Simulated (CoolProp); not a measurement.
A simple Rankine cycle with R1224YDZ: condensing at 331.15 K, boiler at 1.27 MPa, turbine inlet 392.5 K, turbine efficiency 0.8, pump efficiency 0.6, no recuperator. Each further row changes one setting.

Computed with CoolProp (reference Helmholtz-energy equation of state, Akasaka 2023).

| case | thermal efficiency (%) | net work (kJ/kg) | heat in (kJ/kg) | turbine exit temperature (K) | volume ratio over the turbine |
|---|---|---|---|---|---|
| as stated | 7.8 | 14.9 | 190 | 361.9 | 3.30 |
| turbine inlet 412.5 K | 7.7 | 16.4 | 212 | 383.4 | 3.20 |
| condensing temperature 323.15 K | 9.1 | 18.2 | 200 | 356.7 | 4.15 |
| boiler pressure 0.889 MPa | 5.6 | 11.0 | 197 | 373.4 | 2.19 |
| turbine efficiency 0.7 | 6.8 | 12.9 | 190 | 364.0 | 3.32 |
